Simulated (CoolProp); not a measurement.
C3F8 (R218) along the isobar 0.759 MPa: density (kg/m³) from the reference equation and from simpler models built on Tc = 345.0 K, pc = 2.640 MPa, ω = 0.317; each cubic takes its own stable root.

Model: reference Helmholtz-energy equation of state, Lemmon 2006, in CoolProp. It is a short technical equation, of lower accuracy than the large ones.

| T (K) | phase | reference |
|---|---|---|
| 306.1 | gas | 67.66 |
| 317.3 | gas | 63.33 |
| 328.4 | gas | 59.80 |
| 339.6 | gas | 56.77 |
| 350.8 | gas | 54.14 |
| 361.9 | gas | 51.83 |
| 373.1 | gas | 49.75 |
| 384.2 | gas | 47.89 |
| 395.4 | gas | 46.18 |
| 406.5 | gas | 44.62 |
| 417.7 | gas | 43.17 |
| 428.8 | gas | 41.84 |
| 440 | gas | 40.59 |

How far does each simpler model (ideal gas, van der Waals, Soave-Redlich-Kwong, Peng-Robinson) lie from the reference over these 13 states: mean and median of the absolute difference, and the worst?


- ideal gas: mean 8.6 %, median 7.5 %, worst -17.1 % at 306.1 K and 0.759 MPa
- van der Waals: mean 1.3 %, median 0.8 %, worst -5.0 % at 306.1 K and 0.759 MPa
- Soave-Redlich-Kwong: mean 0.2 %, median 0.1 %, worst -0.5 % at 306.1 K and 0.759 MPa
- Peng-Robinson: mean 1.2 %, median 1.2 %, worst +1.4 % at 339.6 K and 0.759 MPa
